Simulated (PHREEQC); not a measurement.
Acid mine or pickling water: speciation

A made-up water analysis in mg/L, 25 °C, pH 3.78, pe 12.8:

```json
[
 {"constituent": "Na", "mg/L": "2150"},
 {"constituent": "K", "mg/L": "661"},
 {"constituent": "Ca", "mg/L": "53.5"},
 {"constituent": "Mg", "mg/L": "32"},
 {"constituent": "Cl", "mg/L": "1160"},
 {"constituent": "S(6) as SO4", "mg/L": "3910"},
 {"constituent": "Li", "mg/L": "1.58"}
]
```

Valence states are taken as typed.

Computed with PHREEQC (ion-association model, phreeqc.dat).

Each row changes one thing in this solution. No solid was allowed to form.

```csv
case,ionic strength (mol/kgw),Na+ (mol/kgw),SO4-2 (mol/kgw),K+ (mol/kgw),NaSO4- (mol/kgw),KSO4- (mol/kgw),SI of Gypsum (CaSO4:2H2O),SI of Halite (NaCl)
as made,0.142,0.0893,0.0335,0.0158,0.00494,0.00119,-0.92,-4.35
temperature from 25 to 85 °C at the same typed pH,0.137,0.0888,0.0309,0.0149,0.00551,(withheld),-0.89,-4.42
all concentrations times 4 at the same typed pH,0.531,0.346,0.112,0.0608,(withheld),0.00891,-0.21,-3.23
Cl from 1160 to 3480 mg/L,0.177,0.0898,(withheld),0.0160,0.00468,(withheld),-0.96,-3.88
```

Fill in the missing entries.


- temperature from 25 to 85 °C at the same typed pH, KSO4- (mol/kgw): 0.00217
- all concentrations times 4 at the same typed pH, NaSO4- (mol/kgw): 0.0405
- Cl from 1160 to 3480 mg/L, SO4-2 (mol/kgw): 0.0340
- Cl from 1160 to 3480 mg/L, KSO4- (mol/kgw): 0.00112

At this temperature some constants are extrapolated from 25 °C, and those without enthalpy data are left unchanged.
